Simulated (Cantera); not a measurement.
Charge: 1 mol Si, 1.4 mol CO, 8.9 mol H2, at 0.000440 bar.

Equilibrium computed with Cantera from the NASA thermochemical tables; the gas is ideal and each condensed phase is pure. Candidate condensed phases: C, C6H6, C7H8, C8H18, H2O, Si, SiC, SiO2; 123 gas species. Mutual solubility and eutectic melting of coexisting phases are not modelled. The tables hold silica as quartz up to 1696 K and as liquid above; real silica turns to tridymite and cristobalite and melts near 1996 K. Rates play no part.

Problem. Which condensed phases are stable at each of these points (T (K)): 1175, 1225, 1275, 1325, 1375, 1425, 1475, 1525, 1575, 1625, 1675, 1725, 1775?

Solution. 
```json
[
 {"T (K)": "1175", "condensed phases": "C(graphite) + SiC(s) + SiO2(β-quartz)", "Si condensed (%)": "100.0"},
 {"T (K)": "1225", "condensed phases": "SiC(s) + SiO2(β-quartz)", "Si condensed (%)": "99.8"},
 {"T (K)": "1275", "condensed phases": "SiC(s) + SiO2(β-quartz)", "Si condensed (%)": "99.0"},
 {"T (K)": "1325", "condensed phases": "SiC(s) + SiO2(β-quartz)", "Si condensed (%)": "94.6"},
 {"T (K)": "1375", "condensed phases": "SiC(s) + SiO2(β-quartz)", "Si condensed (%)": "73.7"},
 {"T (K)": "1425", "condensed phases": "SiC(s)", "Si condensed (%)": "50.0"},
 {"T (K)": "1475", "condensed phases": "SiC(s)", "Si condensed (%)": "50.0"},
 {"T (K)": "1525", "condensed phases": "SiC(s)", "Si condensed (%)": "50.0"},
 {"T (K)": "1575", "condensed phases": "SiC(s)", "Si condensed (%)": "50.0"},
 {"T (K)": "1625", "condensed phases": "SiC(s)", "Si condensed (%)": "50.0"},
 {"T (K)": "1675", "condensed phases": "SiC(s)", "Si condensed (%)": "49.9"},
 {"T (K)": "1725", "condensed phases": "SiC(s)", "Si condensed (%)": "49.8"},
 {"T (K)": "1775", "condensed phases": "SiC(s)", "Si condensed (%)": "49.4"}
]
```

At 1175 K the condensed part is C(graphite) + SiC(s) + SiO2(β-quartz). From 1225 K to 1375 K the condensed part is SiC(s) + SiO2(β-quartz). From 1425 K to 1775 K the condensed part is SiC(s).
